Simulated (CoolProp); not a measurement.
Vapour-liquid equilibrium of n-hexane (1) + toluene (2) at 17.85 °C; x and y are mole fractions of (1).

Values from CoolProp's multi-fluid Helmholtz-energy mixture model, Thol 2019 and Lemmon 2006; pair parameters Bell 2016.

Give the bubble pressure and the first vapour's composition at x = 0.2, 0.875, 0.95. Is there an azeotrope?

x = 0.2: 0.006230 MPa, y = 0.657; x = 0.875: 0.01337 MPa, y = 0.964; x = 0.95: 0.01413 MPa, y = 0.985. No azeotrope shows between x = 0.05 and 0.95.

Pair parameters are fitted to limited data, so mixtures are less certain than the pure fluids.
